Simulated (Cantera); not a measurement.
A Cantera script and its output.

```python
import numpy as np
import cantera as ct

gas = ct.Solution("gri30.yaml")
gas.TPX = 1500, 160000, {'CH2O': 0.0026, 'O2': 0.016, 'N2': 1}
inlet = ct.Reservoir(gas, clone=True)

reactor = ct.IdealGasConstPressureReactor(gas, energy="off", clone=False)
exhaust = ct.Reservoir(gas, clone=True)
tau = [2.3, 0.79, 0.27, 0.091, 0.031, 0.01, 0.0035, 0.0012, 0.00041][0]
for a, b in ((inlet, reactor), (reactor, exhaust)):
    ct.MassFlowController(a, b, mdot=lambda t: reactor.mass / tau)
net = ct.ReactorNet([reactor])
show = ['CH2O', 'O2', 'O', 'C2H4', 'H', 'N2O']

rows = []
print(f"{'tau/s':>10s}{'T/K':>9s}" + "".join(f"{s:>11s}" for s in show))
for tau in [2.3, 0.79, 0.27, 0.091, 0.031, 0.01, 0.0035, 0.0012, 0.00041]:
    net.initial_time = 0.0
    net.advance(30 * tau)
    before = gas.X
    net.advance(40 * tau)
    drift = np.max(np.abs(gas.X - before) / (gas.X + 1e-9))
    rows.append([gas.T, *gas[show].X, drift])
    print(f"{tau:10.3e}{gas.T:9.1f}" + "".join(f"{x:11.3e}" for x in gas[show].X))
```

Result:

```
     tau/s      T/K       CH2O         O2          O       C2H4          H        N2O
 2.300e+00   1500.0  1.524e-07  1.315e-02  6.007e-06  5.907e-28  1.742e-07  4.221e-07
 7.900e-01   1500.0  3.096e-07  1.315e-02  1.128e-05  8.096e-27  4.481e-07  6.950e-07
 2.700e-01   1500.0  6.149e-07  1.316e-02  2.150e-05  1.251e-25  1.175e-06  1.030e-06
 9.100e-02   1500.0  1.194e-06  1.318e-02  4.141e-05  2.289e-24  3.138e-06  1.290e-06
 3.100e-02   1500.0  2.233e-06  1.321e-02  7.831e-05  4.558e-23  8.202e-06  1.327e-06
 1.000e-02   1500.0  4.227e-06  1.328e-02  1.467e-04  1.106e-21  2.147e-05  1.149e-06
 3.500e-03   1500.0  7.769e-06  1.341e-02  2.420e-04  2.037e-20  4.762e-05  8.929e-07
 1.200e-03   1500.0  1.562e-05  1.360e-02  3.460e-04  3.579e-19  9.050e-05  6.101e-07
 4.100e-04   1500.0  3.681e-05  1.388e-02  3.841e-04  5.949e-18  1.342e-04  3.310e-07
```

Cantera simulation using GRI-Mech 3.0 (53 species, 325 reactions); the numbers are that mechanism's predictions, not measurements.
